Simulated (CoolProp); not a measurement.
n-pentane along the isobar 3640 kPa: Z from the reference equation and from simpler models built on Tc = 196.5 °C, pc = 3368 kPa, ω = 0.251; each cubic takes its own stable root.

The numbers come from the reference Helmholtz-energy equation of state, Thol 2019 in CoolProp.

```tsv
T (°C)	phase	reference
101.65	liquid	0.1549
106.95	liquid	0.1546
112.25	liquid	0.1544
117.55	liquid	0.1543
122.95	liquid	0.1543
128.25	liquid	0.1545
133.55	liquid	0.1548
138.85	liquid	0.1553
144.25	liquid	0.1559
149.55	liquid	0.1568
154.85	liquid	0.1580
160.25	liquid	0.1595
```

Question: How far does each simpler model (van der Waals, Redlich-Kwong, Soave-Redlich-Kwong, Peng-Robinson) lie from the reference over these 12 states: mean and median of the absolute difference, and the worst?

Answer: 
- van der Waals: mean 60.0 %, median 60.0 %, worst +60.7 % at 101.65 °C and 3640 kPa
- Redlich-Kwong: mean 17.6 %, median 17.3 %, worst +20.8 % at 160.25 °C and 3640 kPa
- Soave-Redlich-Kwong: mean 13.0 %, median 12.7 %, worst +16.4 % at 160.25 °C and 3640 kPa
- Peng-Robinson: mean 1.4 %, median 1.5 %, worst +3.3 % at 160.25 °C and 3640 kPa
